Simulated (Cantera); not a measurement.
Mixture: CO : H2 : CH4 : O2 : N2 = 1 : 1 : 1.3 : 3 : 11.3 (molar parts), at 750 Torr, adiabatic and at constant volume. Ignition delay is the time to a rise of 400 K.

Cantera simulation using GRI-Mech 3.0 (53 species, 325 reactions); the numbers are that mechanism's predictions, not measurements. Below about 1000 K GRI-Mech 3.0 lacks low-temperature oxidation paths. Below about 950 K walls govern HO2 and H2O2 in real vessels.

Question: Predict: delay at 900 K; delay at 950 K; delay at 1000 K; delay at 1050 K; delay at 1100 K; delay at 1150 K; apparent activation energy between 1050 and 1150 K.

Answer: 
- delay at 900 K = 69.6 ms
- delay at 950 K = 18.7 ms
- delay at 1000 K = 8.64 ms
- delay at 1050 K = 4.90 ms
- delay at 1100 K = 2.99 ms
- delay at 1150 K = 1.89 ms
- apparent activation energy between 1050 and 1150 K = 96 kJ/mol
